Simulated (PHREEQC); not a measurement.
Model water analysis in mg/L, 25 °C, pH 6.41, pe 9.3:

```
constituent           mg/L
------------------  ------
Na                    6.39
K                   0.0591
Ca                    16.7
Mg                   0.598
Cl                    19.8
S(6) as SO4           4.81
Alkalinity as HCO3    30.8
N(5) as NO3         0.0152
Si as SiO2           0.126
Zn                   0.553
```

Valence states are taken as typed.

The numbers come from PHREEQC with the ion-association model, wateq4f.dat.

No solid was allowed to form.

### Question
Order these S species by the share of S that they hold, largest first: ZnSO4, NaSO4-, CaSO4, MgSO4, SO4-2.

### Answer
SO4-2 (94 %), CaSO4 (5.4 %), MgSO4 (0.37 %), ZnSO4 (0.12 %), NaSO4- (0.11 %)

### Question
Order these Zn species by the share of Zn that they hold, largest first: Zn+2, ZnSO4, ZnOH+, ZnHCO3+, ZnCO3.

### Answer
Zn+2 (93 %), ZnHCO3+ (4.9 %), ZnCO3 (0.90 %), ZnSO4 (0.72 %), ZnOH+ (0.23 %)

The pH is 6.41 and the ionic strength 0.00165 mol/kgw. Species that the database lacks are ignored.
